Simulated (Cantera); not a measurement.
# Premixed flame

A freely propagating, adiabatic, planar premixed flame of H2 : O2 : N2 = 1 : 0.25 : 0.95 (molar parts), equivalence ratio 2.0, unburnt at 323 K and 308 Torr; mixture-averaged transport, grid criteria slope 0.08 and curve 0.16, no radiation.

Computed with Cantera and the H2/O2 subset of GRI-Mech 3.0, which has no nitrogen chemistry. Burning velocities carry a grid error of a few per cent, more on coarse grids.

```tsv
z (mm)	T (K)	u (m/s)	x H2	x O2	x OH	x H	x O	x H2O
-3.32	323	3.10	0.455	0.114	<1e-8	<1e-8	<1e-8	<1e-8
-2.21	323	3.10	0.455	0.114	<1e-8	<1e-8	<1e-8	<1e-8
-1.66	323	3.10	0.455	0.114	<1e-8	<1e-8	<1e-8	<1e-8
-1.11	323	3.10	0.455	0.114	<1e-8	<1e-8	<1e-8	3.40e-8
-0.554	339	3.24	0.451	0.114	1.62e-5	1.05e-5	1.53e-6	0.000244
-0.277	625	5.81	0.417	0.108	0.000785	0.00624	0.000154	0.0212
0	1035	9.34	0.329	0.0777	0.00114	0.0409	0.00203	0.0910
0.277	1309	11.7	0.237	0.0250	0.00251	0.0790	0.00319	0.192
0.554	1430	12.8	0.207	0.00467	0.00265	0.0876	0.00161	0.232
1.11	1535	13.6	0.208	0.000650	0.00293	0.0788	0.000968	0.241
2.21	1644	14.5	0.217	0.000389	0.00318	0.0641	0.000768	0.243
4.43	1754	15.3	0.227	0.000254	0.00312	0.0485	0.000525	0.246
8.86	1851	16.0	0.235	0.000143	0.00271	0.0346	0.000304	0.249
```
x: mole fraction of selected species; z is measured from the peak of heat release.

| Item | Value |
|---|---|
| laminar burning velocity | 310 cm/s |
| thermal thickness | 1.11 mm |
| peak x(OH) | 0.00320 |
| peak x(H) | 0.0876 |
| peak x(O) | 0.00341 |
| grid points | 135 |
